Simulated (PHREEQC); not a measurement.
Copper plating or etch bath

Consider water at 25 °C and 10 atm with 0.0021 mol CuCl2, 0.041 mol HCl and 0.19 mol NaCl per kg of water. Closed to the air; pH follows from the charge balance.

Model: ion-association model, phreeqc.dat, run in PHREEQC.

Each row changes one thing in this solution. No solid was allowed to form.

```
case                                           pH  ionic strength (mol/kgw)
-------------------------------------------  ----  ------------------------
as made                                      1.49                     0.237
CuCl2 left out                               1.49                     0.231
NaCl replaced by MnCl2 at the same molality  1.50                     0.508
NaCl left out                                1.46                       ___
NaCl from 0.19 to 0.95 mol/kgw                ___                       ___
diluted 2-fold with water                     ___                       ___
temperature from 25 to 15 °C                 1.49                     0.237
```

Q: What belongs in the gaps?

A: 
- NaCl left out, ionic strength (mol/kgw): 0.0471
- NaCl from 0.19 to 0.95 mol/kgw, pH: 1.52
- NaCl from 0.19 to 0.95 mol/kgw, ionic strength (mol/kgw): 0.996
- diluted 2-fold with water, pH: 1.77
- diluted 2-fold with water, ionic strength (mol/kgw): 0.118

The ionic strength passes 0.7 mol/kgw, the rough limit of the ion-association models, in NaCl from 0.19 to 0.95 mol/kgw.
